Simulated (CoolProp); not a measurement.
Vapour pressure (MPa) of n-undecane: the reference equation beside estimates from Tc = 638.8 K, pc = 1.990 MPa, ω = 0.539. Clausius-Clapeyron is anchored at 394.8 K with a constant enthalpy of vaporisation of 48.11 kJ/mol.

Computed with CoolProp (reference Helmholtz-energy equation of state, Aleksandrov 2011). It is a short technical equation, of lower accuracy than the large ones.

```
T (K)  reference  Lee-Kesler  Clausius-Clapeyron  van der Waals  Redlich-Kwong  Soave-Redlich-Kwong  Peng-Robinson
-----  ---------  ----------  ------------------  -------------  -------------  -------------------  -------------
394.8    0.01063     0.01033             0.01063         0.2047        0.05525              0.01034        0.01086
410      0.01836     0.01801             0.01831         0.2524        0.07997              0.01801        0.01867
425.1    0.03010     0.02978             0.03022         0.3067         0.1119              0.02976        0.03054
440.3    0.04745     0.04730             0.04834         0.3686         0.1525              0.04728        0.04809
455.4    0.07184     0.07209             0.07474         0.4377         0.2027              0.07212        0.07281
470.6     0.1055      0.1065              0.1127         0.5152         0.2640               0.1067         0.1071
485.7     0.1502      0.1523              0.1651         0.6005         0.3370               0.1529         0.1527
500.9     0.2090      0.2125              0.2370         0.6951         0.4238               0.2139         0.2128
516       0.2837      0.2890              0.3324         0.7978         0.5241               0.2917         0.2895
531.2     0.3781      0.3857              0.4581         0.9104         0.6405               0.3905         0.3868
546.3     0.4944      0.5045              0.6190          1.032         0.7725               0.5123         0.5068
561.5     0.6378      0.6505              0.8245          1.163         0.9227               0.6620         0.6548
576.6     0.8105      0.8260               1.080          1.304          1.090               0.8415         0.8327
```

Absolute difference from the reference over all 13 rows, mean and median: Lee-Kesler 1.6 and 1.9 %, Clausius-Clapeyron 12.5 and 9.9 %, van der Waals 515.4 and 299.8 %, Redlich-Kwong 161.3 and 124.4 %, Soave-Redlich-Kwong 2.2 and 2.3 %, Peng-Robinson 1.9 and 1.8 %.
